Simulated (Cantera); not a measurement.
What does this Cantera script print?

```python
import numpy as np
import cantera as ct

gas = ct.Solution("gri30.yaml")
gas.TPX = 700, 101325, {'C3H8': 1, 'O2': 4.17, 'N2': 15.7}
flame = ct.FreeFlame(gas, width=0.04)
flame.set_refine_criteria(ratio=3, slope=0.08, curve=0.16)
flame.transport_model = "mixture-averaged"
flame.solve(loglevel=0, auto=True)
flame.transport_model = "multicomponent"
flame.soret_enabled = True
flame.solve(loglevel=0, refine_grid=True)
z, T = flame.grid, flame.T
thick = (T[-1] - T[0]) / np.gradient(T, z).max()
show = ['C3H8', 'O2', 'OH', 'CH3', 'NO2', 'CO']
print(f"laminar burning velocity  {flame.velocity[0] * 100:.3f} cm/s")
print(f"burnt temperature         {T[-1]:.1f} K")
print(f"thermal thickness         {thick * 1e3:.4f} mm")
print(f"grid points               {len(z)}")
z0 = z[flame.heat_release_rate.argmax()]
print(f"{'z/mm':>9s}{'T/K':>9s}{'u/(m/s)':>9s}" + "".join(f"{s:>11s}" for s in show))
rows = []
for k in (-3, -2, -1.5, -1, -0.5, -0.25, 0, 0.25, 0.5, 1, 2, 4, 8):
    zz = z0 + k * thick
    rows.append([k * thick, np.interp(zz, z, T), np.interp(zz, z, flame.velocity),
                 *(np.interp(zz, z, flame.X[gas.species_index(s)]) for s in show)])
    print(f"{rows[-1][0] * 1e3:9.3f}{rows[-1][1]:9.1f}{rows[-1][2]:9.3f}" + "".join(f"{x:11.3e}" for x in rows[-1][3:]))
```

Output:

```
laminar burning velocity  205.056 cm/s
burnt temperature         2445.2 K
thermal thickness         0.2431 mm
grid points               143
     z/mm      T/K  u/(m/s)       C3H8         O2         OH        CH3        NO2         CO
   -0.729    700.1    2.053  4.787e-02  1.996e-01  3.302e-12  6.582e-08  4.491e-11  4.402e-06
   -0.486    701.2    2.061  4.778e-02  1.990e-01  5.762e-10  7.758e-07  7.720e-10  6.197e-05
   -0.365    706.2    2.082  4.770e-02  1.979e-01  1.551e-08  3.535e-06  4.166e-09  3.060e-04
   -0.243    743.5    2.208  4.738e-02  1.931e-01  6.981e-07  3.118e-05  2.619e-08  2.157e-03
   -0.122   1046.7    3.208  3.607e-02  1.600e-01  3.667e-05  9.656e-04  6.843e-08  1.942e-02
   -0.061   1434.2    4.575  1.256e-02  1.149e-01  4.752e-04  3.806e-03  4.655e-08  4.694e-02
    0.000   1828.5    6.013  4.680e-04  6.490e-02  2.566e-03  3.034e-03  1.347e-08  7.888e-02
    0.061   2033.7    6.739  9.418e-07  3.350e-02  6.171e-03  6.285e-04  3.349e-09  9.035e-02
    0.122   2096.3    6.940  2.580e-10  1.951e-02  8.797e-03  7.201e-05  3.131e-09  8.577e-02
    0.243   2132.8    7.024  7.163e-15  1.156e-02  1.019e-02  4.948e-07  3.749e-09  7.456e-02
    0.486   2172.3    7.119  2.605e-17  8.913e-03  1.015e-02  1.574e-10  4.081e-09  6.752e-02
    0.972   2222.8    7.257 -4.641e-17  7.410e-03  9.662e-03  3.547e-14  4.838e-09  6.552e-02
    1.945   2286.2    7.432 -2.712e-17  5.691e-03  8.728e-03  2.319e-14  6.424e-09  6.424e-02
```

Detailed kinetics in Cantera: GRI-Mech 3.0 (53 species, 325 reactions). GRI-Mech 3.0 was tuned for natural gas; its chemistry of propane as a main component is partial and can be far from experiment. Burning velocities carry a grid error of a few per cent, more on coarse grids.
